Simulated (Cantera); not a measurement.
An adiabatic, constant-volume homogeneous reactor starts with H2 : O2 : N2 = 1 : 1.04 : 3.92 (molar parts), equivalence ratio 0.48, at 1198 K and 0.390 bar. Integrator tolerance rtol = 1e-08.

Computed with Cantera and the H2/O2 subset of GRI-Mech 3.0, which has no nitrogen chemistry.

Task: What does this change do: pressure from 0.390 bar to 5.00 bar?

Result: 
| quantity | before | after |
|---|---|---|
| time of steepest temperature rise | 0.119 ms | 16.6 µs |
| temperature at 0.100 s | 2502 K | 2583 K |
| equilibrium temperature | 2502 K | 2583 K |
| x(H2) at 0.100 s | 0.00383 (gas-phase equilibrium 0.00383) | 0.00159 (gas-phase equilibrium 0.00159) |
| x(O2) at 0.100 s | 0.0935 (gas-phase equilibrium 0.0935) | 0.0954 (gas-phase equilibrium 0.0954) |
| x(H2O) at 0.100 s | 0.168 (gas-phase equilibrium 0.168) | 0.175 (gas-phase equilibrium 0.175) |
| x(OH) at 0.100 s | 0.0166 (gas-phase equilibrium 0.0166) | 0.0114 (gas-phase equilibrium 0.0114) |
| x(H) at 0.100 s | 0.00182 (gas-phase equilibrium 0.00182) | 0.000457 (gas-phase equilibrium 0.000457) |
| x(O) at 0.100 s | 0.00518 (gas-phase equilibrium 0.00518) | 0.00213 (gas-phase equilibrium 0.00213) |
The hydrogen kinetics of GRI-Mech 3.0 are dated; newer H2 mechanisms differ, most at raised pressure.

Task: What does this change do: pressure from 0.390 bar to 0.220 bar?

Result: 
| quantity | before | after |
|---|---|---|
| time of steepest temperature rise | 0.119 ms | 0.210 ms |
| temperature at 0.100 s | 2502 K | 2478 K |
| equilibrium temperature | 2502 K | 2478 K |
| x(H2) at 0.100 s | 0.00383 (gas-phase equilibrium 0.00383) | 0.00451 (gas-phase equilibrium 0.00451) |
| x(O2) at 0.100 s | 0.0935 (gas-phase equilibrium 0.0935) | 0.0931 (gas-phase equilibrium 0.0931) |
| x(H2O) at 0.100 s | 0.168 (gas-phase equilibrium 0.168) | 0.167 (gas-phase equilibrium 0.167) |
| x(OH) at 0.100 s | 0.0166 (gas-phase equilibrium 0.0166) | 0.0177 (gas-phase equilibrium 0.0177) |
| x(H) at 0.100 s | 0.00182 (gas-phase equilibrium 0.00182) | 0.00237 (gas-phase equilibrium 0.00237) |
| x(O) at 0.100 s | 0.00518 (gas-phase equilibrium 0.00518) | 0.00613 (gas-phase equilibrium 0.00613) |
